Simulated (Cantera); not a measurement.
Feed: 1 mol SiH4, 31 mol H2.

Method: chemical equilibrium by Gibbs-energy minimisation in Cantera with the NASA 1993 tables (ideal gas, pure condensed phases). Candidate condensed phases: Si; 9 gas species. Equilibrium is a limit: real reactors are often held back by kinetics, nucleation or transport.

Q: What condenses at these points (T in °C, P in Pa): (1852, 320); (2152, 100); (802, 32000); (1102, 3200); (952, 3200)?

A: 
```json
[
 {"T (°C)": "1852", "P in Pa": "320", "condensed phases": "gas only", "Si condensed (%)": "0.0"},
 {"T (°C)": "2152", "P in Pa": "100", "condensed phases": "gas only", "Si condensed (%)": "0.0"},
 {"T (°C)": "802", "P in Pa": "32000", "condensed phases": "Si", "Si condensed (%)": "100.0"},
 {"T (°C)": "1102", "P in Pa": "3200", "condensed phases": "Si", "Si condensed (%)": "100.0"},
 {"T (°C)": "952", "P in Pa": "3200", "condensed phases": "Si", "Si condensed (%)": "100.0"}
]
```
